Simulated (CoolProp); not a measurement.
The numbers come from the reference Helmholtz-energy equation of state, Wagner 2002 in CoolProp.

**Question.** For water, give the phase and the density (kg/m³), cp (kJ/(kg K)), speed of sound (m/s), fugacity coefficient at 432.3 K and 75 MPa; 432.3 K and 87.5 MPa; 432.3 K and 100 MPa.

**Answer.** 
- 432.3 K and 75 MPa: liquid; density 947, cp 4.13, speed of sound 1630, fugacity coefficient 0.0115
- 432.3 K and 87.5 MPa: liquid; density 952, cp 4.11, speed of sound 1650, fugacity coefficient 0.0105
- 432.3 K and 100 MPa: liquid; density 958, cp 4.09, speed of sound 1680, fugacity coefficient 0.00983
